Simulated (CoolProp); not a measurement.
The numbers come from the reference Helmholtz-energy equation of state, Lemmon 2006 in CoolProp. It is a short technical equation, of lower accuracy than the large ones.

Task: For nitrous oxide, give the phase and the cp (kJ/(kg K)), cv (kJ/(kg K)) at 327.5 K and 40300 kPa; 431 K and 40300 kPa.

Result: 
- 327.5 K and 40300 kPa: supercritical; cp 1.74, cv 0.912
- 431 K and 40300 kPa: supercritical; cp 1.69, cv 0.921
